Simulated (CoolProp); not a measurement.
Saturated liquid density (kg/m³) of c-C4F8 (RC318): the reference equation beside estimates from Tc = 115.2 °C, pc = 2778 kPa, ω = 0.355.

The numbers come from the reference Helmholtz-energy equation of state, Platzer 1990 in CoolProp. This equation is an older, rougher fit; its heat capacities, sound speeds and derivatives of the liquid may be far off and weren't checked against measurements.

```json
[
 {"T (°C)": "-11.05", "reference": "1633", "van der Waals": "1003", "Soave-Redlich-Kwong": "1541", "Peng-Robinson": "1743"},
 {"T (°C)": "-0.15", "reference": "1594", "van der Waals": "979.6", "Soave-Redlich-Kwong": "1502", "Peng-Robinson": "1700"},
 {"T (°C)": "10.85", "reference": "1554", "van der Waals": "954.5", "Soave-Redlich-Kwong": "1460", "Peng-Robinson": "1654"},
 {"T (°C)": "21.75", "reference": "1511", "van der Waals": "928.1", "Soave-Redlich-Kwong": "1414", "Peng-Robinson": "1603"},
 {"T (°C)": "32.75", "reference": "1466", "van der Waals": "899.8", "Soave-Redlich-Kwong": "1363", "Peng-Robinson": "1547"},
 {"T (°C)": "43.65", "reference": "1419", "van der Waals": "869.6", "Soave-Redlich-Kwong": "1308", "Peng-Robinson": "1485"},
 {"T (°C)": "54.55", "reference": "1368", "van der Waals": "836.8", "Soave-Redlich-Kwong": "1247", "Peng-Robinson": "1416"},
 {"T (°C)": "65.55", "reference": "1311", "van der Waals": "800.5", "Soave-Redlich-Kwong": "1178", "Peng-Robinson": "1337"},
 {"T (°C)": "76.45", "reference": "1247", "van der Waals": "760.1", "Soave-Redlich-Kwong": "1100", "Peng-Robinson": "1246"},
 {"T (°C)": "87.35", "reference": "1173", "van der Waals": "713.5", "Soave-Redlich-Kwong": "1008", "Peng-Robinson": "1140"}
]
```

Absolute difference from the reference over all 10 rows, mean and median: van der Waals 38.8 and 38.7 %, Soave-Redlich-Kwong 8.4 and 7.4 %, Peng-Robinson 4.4 and 5.1 %.
